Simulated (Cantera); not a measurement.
A Cantera script and its output.

```python
import numpy as np
import cantera as ct

surf = ct.Interface("diamond.yaml", "diamond_100")
gas, bulk = surf.adjacent["gas"], surf.adjacent["diamond"]
k = surf.kinetics_species_index(bulk.species_names[0])
cover = ["c6HH", "c6H*", "c6*H", "c6**", "c6HM", "c6B"]

rows, drift = [], 0.0
print(f"{'T':>10s}{'um/h':>11s}" + "".join(f"{s:>11s}" for s in cover))
for v in [925, 1000, 1075, 1150, 1225, 1300, 1375]:
    T, P, xH, xCH3 = v, 8600, 0.00096, 0.00078
    gas.TPX = T, P, {"H": xH, "CH3": xCH3, "CH4": 0.016, "H2": 1 - xH - xCH3 - 0.016}
    surf.TP = bulk.TP = T, P
    surf.coverages = "c6H*:0.1, c6HH:0.9"
    surf.advance_coverages(100.0)
    before = surf.coverages
    surf.advance_coverages(100.0)
    drift = max(drift, np.max(np.abs(surf.coverages - before) / (surf.coverages + 1e-9)))
    rate = surf.net_production_rates[k] * bulk.mean_molecular_weight / bulk.density * 3.6e9
    rows.append([rate, *surf[cover].coverages])
    print(f"{v:10.4g}{rate:11.4e}" + "".join(f"{x:11.3e}" for x in rows[-1][1:]))
```

It prints:

```
         T       um/h       c6HH       c6H*       c6*H       c6**       c6HM        c6B
       925 1.2989e+01  3.926e-01  7.041e-03  1.809e-01  2.539e-03  3.275e-01  3.525e-08
      1000 1.9425e+01  4.048e-01  1.202e-02  2.459e-01  5.027e-03  2.424e-01  5.271e-08
      1075 2.0937e+01  4.320e-01  1.967e-02  3.306e-01  9.246e-03  1.400e-01  5.681e-08
      1150 1.3648e+01  4.545e-01  2.962e-02  4.197e-01  1.513e-02  4.825e-02  3.703e-08
      1225 7.9083e+00  4.441e-01  3.859e-02  4.707e-01  2.070e-02  1.146e-02  2.146e-08
      1300 6.3430e+00  4.247e-01  4.608e-02  4.923e-01  2.529e-02  2.535e-03  1.721e-08
      1375 5.2497e+00  4.116e-01  5.266e-02  4.999e-01  2.920e-02  5.724e-04  1.425e-08
```

Detailed kinetics in Cantera: the Harris–Goodwin 1993 mechanism for the reconstructed diamond (100) surface.
